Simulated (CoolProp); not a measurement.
Vapour pressure (MPa) of octamethylcyclotetrasiloxane (D4): the reference equation beside estimates from Tc = 586.5 K, pc = 1.347 MPa, ω = 0.598. Clausius-Clapeyron is anchored at 347 K with a constant enthalpy of vaporisation of 49.78 kJ/mol.

Computed with CoolProp (reference Helmholtz-energy equation of state, Thol 2015).

```tsv
T (K)	reference	Clausius-Clapeyron	van der Waals	Redlich-Kwong	Soave-Redlich-Kwong
334.1	0.001354	0.001370	0.08616	0.01565	0.001424
340.5	0.001911	0.001918	0.09652	0.01935	0.001992
347	0.002667	0.002667	0.1079	0.02377	0.002756
353.4	0.003644	0.003645	0.1199	0.02884	0.003740
359.9	0.004930	0.004950	0.1331	0.03480	0.005029
366.3	0.006546	0.006620	0.1470	0.04153	0.006646
372.8	0.008616	0.008803	0.1620	0.04932	0.008712
379.2	0.01116	0.01154	0.1778	0.05801	0.01124
385.6	0.01428	0.01500	0.1946	0.06780	0.01436
392.1	0.01816	0.01941	0.2127	0.07893	0.01822
398.5	0.02276	0.02480	0.2316	0.09114	0.02281
405	0.02837	0.03157	0.2519	0.1049	0.02840
```

Absolute difference from the reference over all 12 rows, mean and median: Clausius-Clapeyron 3.4 and 1.7 %, van der Waals 2534.0 and 1962.9 %, Redlich-Kwong 563.6 and 503.4 %, Soave-Redlich-Kwong 1.8 and 1.3 %.
